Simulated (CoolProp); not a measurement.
A Linde-Hampson liquefier for nitrogen: isothermal reversible compression at 290 K from 1 atm to 30 MPa, throttling to 1 atm, return gas leaving the recuperator 0 K below the feed. Each further row changes one setting.

Computed with CoolProp (reference Helmholtz-energy equation of state, Span 2000).

| case | liquid yield per pass | compression work (kJ/kg of gas) |
|---|---|---|
| as stated | ___ | 493 |
| high pressure 60 MPa | ___ | 570 |
| warm-end temperature 320 K | ___ | ___ |
| warm-end gap 5 K | ___ | 493 |

Q: Some entries are withheld; supply them.

A: 
- as stated, liquid yield per pass: 0.098
- high pressure 60 MPa, liquid yield per pass: 0.090
- warm-end temperature 320 K, liquid yield per pass: 0.072
- warm-end temperature 320 K, compression work (kJ/kg of gas): 547
- warm-end gap 5 K, liquid yield per pass: 0.087
